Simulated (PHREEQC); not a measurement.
Buffer

A solution holds 0.0075 mol/kgw KHCO3, 0.0085 mol/kgw Na2CO3 and 0.049 mol/kgw KCl, at 25 °C. Closed to the air; pH follows from the charge balance.

The numbers come from PHREEQC with the Pitzer model, pitzer.dat.

This is a speciation only: nothing precipitates in the calculation.

Task: Estimate the pH.

Result: pH 10.04.

Task: In which forms is C present?

Result: CO3-2 52 %, HCO3- 48 % of the C.

Species that the database lacks are ignored.
